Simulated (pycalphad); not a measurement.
All values are pycalphad results on the COST 507 light-alloy database (1999) (1 atm), not direct measurements. The data set is of 1999 and partly superseded. Phase fractions are per mole of atoms.

Q: Give the equilibrium state of Hf-3.482C (wt.%) at 1950 K.

A: fcc, fraction 0.980, with 3.6 C wt.%; hcp, fraction 0.020, with 0.51 C wt.%.

Q: Give the equilibrium state of Hf-3.482C (wt.%) at 3000 K.

A: 
```
T = 3000.00 K, P = 101325 Pa, N = 1 mol of atoms
G = -276387 J/mol, H = -7413 J/mol, S = 89.66 J/(mol K)  (SER reference)
chemical potentials (J/mol): Hf -269732, C -288801
phase             fraction      x(Hf)       x(C)
FCC_A1              0.9934     0.6493     0.3507
LIQUID              0.0066     0.9119     0.0881
```

FCC_A1 is fcc. The fcc model also describes the rock-salt carbide or nitride (TiC, TiN, HfC).
